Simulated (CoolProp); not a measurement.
Vapour pressure (MPa) of isohexane: the reference equation beside estimates from Tc = 224.6 °C, pc = 3.043 MPa, ω = 0.280. Clausius-Clapeyron is anchored at 14.85 °C with a constant enthalpy of vaporisation of 30.49 kJ/mol.

Computed with CoolProp (reference Helmholtz-energy equation of state, Lemmon 2006). It is a short technical equation, of lower accuracy than the large ones.

| T (°C) | reference | Lee-Kesler | Clausius-Clapeyron | van der Waals | Soave-Redlich-Kwong |
|---|---|---|---|---|---|
| 14.85 | 0.01823 | 0.01768 | 0.01823 | 0.2138 | 0.01791 |
| 19.05 | 0.02194 | 0.02134 | 0.02189 | 0.2329 | 0.02158 |
| 23.15 | 0.02614 | 0.02549 | 0.02604 | 0.2526 | 0.02574 |
| 27.25 | 0.03096 | 0.03028 | 0.03083 | 0.2735 | 0.03053 |
| 31.45 | 0.03662 | 0.03591 | 0.03648 | 0.2961 | 0.03616 |
| 35.55 | 0.04292 | 0.04219 | 0.04281 | 0.3193 | 0.04243 |
| 39.75 | 0.05024 | 0.04951 | 0.05021 | 0.3443 | 0.04973 |
| 43.85 | 0.05832 | 0.05759 | 0.05843 | 0.3700 | 0.05780 |
| 47.95 | 0.06739 | 0.06670 | 0.06773 | 0.3969 | 0.06687 |
| 52.15 | 0.07781 | 0.07717 | 0.07849 | 0.4258 | 0.07731 |

Absolute difference from the reference over all 10 rows, mean and median: Lee-Kesler 1.9 and 1.8 %, Clausius-Clapeyron 0.3 and 0.3 %, van der Waals 709.3 and 676.3 %, Soave-Redlich-Kwong 1.2 and 1.2 %.
